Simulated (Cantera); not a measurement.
Mixture: 10.2 % CH4, 2.87 % H2, 18.2 % O2, 68.7 % N2, at 2.50 bar, adiabatic and at constant volume. Ignition delay is the time to a rise of 400 K.

Computed with Cantera and GRI-Mech 3.0 (53 species, 325 reactions).

Problem. Predict: delay at 1250 K; delay at 1350 K; delay at 1450 K; delay at 1550 K; delay at 1650 K; apparent activation energy between 1550 and 1650 K.

Solution. 
```
Property                                                 Value
--------------------------------------------------  ----------
delay at 1250 K                                        1.55 ms
delay at 1350 K                                       0.657 ms
delay at 1450 K                                       0.290 ms
delay at 1550 K                                       0.137 ms
delay at 1650 K                                        70.2 µs
apparent activation energy between 1550 and 1650 K  140 kJ/mol
```
